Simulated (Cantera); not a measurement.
**Gas-phase reforming**

An isothermal, constant-pressure homogeneous reactor starts with 33.8 % CH4, 14.2 % CO2, 50.7 % H2, 1.35 % H2O, at 1350 K and 1.50 bar.

Cantera simulation using GRI-Mech 3.0 (53 species, 325 reactions); the numbers are that mechanism's predictions, not measurements. GRI-Mech 3.0 stops at C3 and has no aromatics, soot or wall deposition, so with more carbon than oxygen in the feed, carbon stays in small species such as C2H2 where larger ones or solid carbon would form.

```
t (s)     x CH4   x CO2   x H2     x HCO    x CH2O
--------  -----  ------  -----  --------  --------
6.00e-6   0.338   0.142  0.507    <1e-12    <1e-12
2.69e-5   0.338   0.142  0.507    <1e-12    <1e-12
0.000121  0.338   0.142  0.507    <1e-12  5.72e-12
0.000543  0.338   0.142  0.507    <1e-12  3.98e-10
0.00244   0.338   0.142  0.507    <1e-12   6.14e-9
0.0110    0.338   0.142  0.507  1.30e-12   2.03e-8
0.0492    0.337   0.141  0.506  4.41e-12   2.72e-8
0.221     0.335   0.138  0.505  1.75e-11   2.90e-8
0.992     0.326   0.124  0.498  7.94e-11   3.52e-8
4.45      0.298  0.0743  0.470  3.46e-10   5.55e-8
20.0      0.267  0.0197  0.441  7.10e-10   7.54e-8
```
x: mole fraction; the columns are a selection and need not sum to one.

Equilibrium at this temperature and pressure: CH4 0.133, CO2 5.77e-6, H2 0.638, HCO 1.66e-9, CH2O 9.95e-8 (gas phase only).
